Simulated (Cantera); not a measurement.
**Adiabatic ignition**

An adiabatic, constant-volume homogeneous reactor starts with 3.00 % CH4, 18.2 % O2, 68.3 % N2, 10.5 % H2O, equivalence ratio 0.33, at 1323 K and 23.0 bar.

Model: GRI-Mech 3.0 (53 species, 325 reactions), integrated in Cantera. The pressure lies above the range GRI-Mech 3.0 was tuned for (to about 10 atm).

```tsv
t (s)	T (K)	P (bar)	x CH4	x O2	x H2O	x CH2CO	x CO	x C2H2
3.00e-6	1323	23.0	0.0300	0.182	0.105	<1e-12	1.25e-11	<1e-12
1.12e-5	1323	23.0	0.0300	0.182	0.105	<1e-12	8.02e-10	<1e-12
4.20e-5	1323	23.0	0.0300	0.182	0.105	2.42e-12	9.30e-8	<1e-12
0.000157	1325	23.0	0.0297	0.181	0.105	7.60e-9	1.98e-5	5.99e-10
0.000587	2110	36.7	<1e-12	0.121	0.164	<1e-12	4.50e-5	<1e-12
0.00219	2110	36.7	<1e-12	0.121	0.164	<1e-12	4.50e-5	<1e-12
0.00820	2109	36.7	<1e-12	0.121	0.164	<1e-12	4.47e-5	<1e-12
0.0307	2106	36.6	<1e-12	0.120	0.164	<1e-12	4.38e-5	<1e-12
0.115	2098	36.5	<1e-12	0.119	0.164	<1e-12	4.15e-5	<1e-12
0.429	2091	36.4	<1e-12	0.118	0.164	<1e-12	3.98e-5	<1e-12
1.60	2091	36.4	<1e-12	0.118	0.164	<1e-12	3.98e-5	<1e-12
6.00	2091	36.4	<1e-12	0.118	0.164	<1e-12	3.98e-5	<1e-12
```
x: mole fraction; the columns are a selection and need not sum to one.

The time of steepest temperature rise is 0.394 ms, the temperature at 6.00 s is 2091 K and the equilibrium temperature is 2091 K. The x(CH4) at 6.00 s is <1e-12 (gas-phase equilibrium <1e-12). The x(O2) at 6.00 s comes out as 0.118 (gas-phase equilibrium 0.118) and the x(H2O) at 6.00 s is 0.164 (gas-phase equilibrium 0.164).
